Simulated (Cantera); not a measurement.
Charge: 1 mol BCl3, 0.64 mol N2, 5.1 mol H2, at 975 K and 47000 Pa.

These are equilibrium values from Cantera (NASA tables, ideal gas, pure condensed phases), not measurements of a reactor. Candidate condensed phases: B, BN, NH4Cl; 21 gas species. N2 is the only nitrogen source here; it is nearly inert below about 1500 K, so the nitride shown seldom forms there in practice. Rates play no part.

Base state: H2 0.534, HCl 0.445, N2 0.0208, NH3 1.82e-5 (mole fractions); condensed: BN(s).

Task: What changes in the equilibrium state with this change: temperature from 975 K to 2075 K?

Result: 
| species | before | after |
|---|---|---|
| H2 | 0.534 | 0.542 |
| HCl | 0.445 | 0.414 |
| N2 | 0.0208 | 0.0270 |
| BCl | <1e-9 | 0.00499 |
| BCl2 | <1e-9 | 0.00287 |
| H | 1.22e-9 | 0.00286 |
| Cl | <1e-9 | 0.00161 |
| BN(s), mol | 1.000 | 0.912 |
The tables' values for BCl, BCl2, BH2 are old estimates; treat these amounts as uncertain. Gases not in the tables: BHCl2.
